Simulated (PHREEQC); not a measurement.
Consider water at 37 °C with 12 mmol/kgw NH4Cl, 16 mmol/kgw NH3, 1.1 mmol/kgw LiCl and 19 mmol/kgw H2SO4. Closed to the air; pH follows from the charge balance.

The numbers come from PHREEQC with the ion-association model, phreeqc.dat.

This is a speciation only: nothing precipitates in the calculation.

Q: Order these S species by the share of S that they hold, largest first: NH4SO4-, LiSO4-, SO4-2, HSO4-.

A: SO4-2 (50 %), HSO4- (42 %), NH4SO4- (7.6 %), LiSO4- (0.11 %)

The pH is 1.93 and the ionic strength 0.0512 mol/kgw. Constants without temperature data keep their 25 °C values here.
